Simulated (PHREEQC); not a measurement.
Dissolve 0.2 mol/kgw CdCl2, 0.1 mol/kgw ZnCl2, 0.0016 mol/kgw H2SO4 and 0.00052 mol/kgw NaCl at 25 °C. Closed to the air; pH follows from the charge balance.

The numbers come from PHREEQC with the ion-association model, wateq4f.dat.

Precipitation was switched off in this run.

What pH, ionic strength, activity of water does the model give?

pH 2.62; ionic strength 0.415 mol/kgw; activity of water 0.990.

In which forms is S present?

SO4-2 43 %, ZnSO4 42 %, CdSO4 11 %, HSO4- 3.3 % of the S.
